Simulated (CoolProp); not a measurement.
R142b at several states: density (kg/m³) from the reference equation and from simpler models built on Tc = 410.3 K, pc = 4055 kPa, ω = 0.232; each cubic takes its own stable root.

The numbers come from the reference Helmholtz-energy equation of state, Lemmon 2006 in CoolProp. It is a short technical equation, of lower accuracy than the large ones.

```csv
T (K),p (kPa),phase,reference,Redlich-Kwong,Soave-Redlich-Kwong,Peng-Robinson
295.2,17100,liquid,1166,1047,1070,1202
456.8,63.8,gas,1.695,1.695,1.694,1.695
383.8,1290,gas,48.09,47.58,___,48.55
467,3930,gas,134.8,___,132.5,___
```

Task: Complete the blanks.

Result: 
- 383.8, Soave-Redlich-Kwong: 47.84
- 467, Redlich-Kwong: 136.8
- 467, Peng-Robinson: 137.3
